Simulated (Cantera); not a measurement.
A freely propagating, adiabatic, planar premixed flame of H2 : O2 : N2 = 1 : 0.385 : 1.38 (molar parts), unburnt at 350 K and 750 Torr; mixture-averaged transport, grid criteria slope 0.08 and curve 0.16, no radiation.

Detailed kinetics in Cantera: the H2/O2 subset of GRI-Mech 3.0, which has no nitrogen chemistry. Burning velocities carry a grid error of a few per cent, more on coarse grids.

x: mole fraction of selected species; z is measured from the peak of heat release.

```csv
z (mm),T (K),u (m/s),x H2,x O2,x H2O2,x H,x O,x OH
-1.06,350,3.83,0.362,0.139,<1e-8,<1e-8,<1e-8,<1e-8
-0.710,350,3.83,0.362,0.139,<1e-8,<1e-8,<1e-8,<1e-8
-0.532,350,3.83,0.362,0.139,<1e-8,<1e-8,<1e-8,<1e-8
-0.355,350,3.83,0.362,0.139,<1e-8,<1e-8,<1e-8,<1e-8
-0.177,360,3.92,0.358,0.140,?,?,?,?
-0.0887,622,6.56,0.323,0.136,0.000103,0.00320,0.000153,0.00120
0,1114,11.3,0.229,0.104,1.24e-5,0.0310,0.00301,0.00224
0.0887,1456,14.6,0.131,0.0451,3.08e-6,0.0630,0.00757,0.00666
0.177,1623,16.2,0.0940,0.0184,1.92e-6,0.0701,0.00775,0.00973
0.355,1780,17.6,0.0874,0.00955,1.04e-6,0.0610,0.00663,0.0120
0.710,1935,18.9,0.0900,?,?,?,?,0.0128
1.42,2080,20.1,0.0916,0.00447,2.87e-7,0.0336,0.00324,0.0123
2.84,2203,21.1,0.0920,0.00254,1.67e-7,0.0228,0.00181,0.0104
```

**Question.** Fill in the missing entries.

**Answer.** 
- -0.177, x H2O2: 3.58e-6
- -0.177, x H: 1.45e-6
- -0.177, x O: 8.69e-7
- -0.177, x OH: 5.59e-6
- 0.710, x O2: 0.00682
- 0.710, x H2O2: 5.32e-7
- 0.710, x H: 0.0467
- 0.710, x O: 0.00497
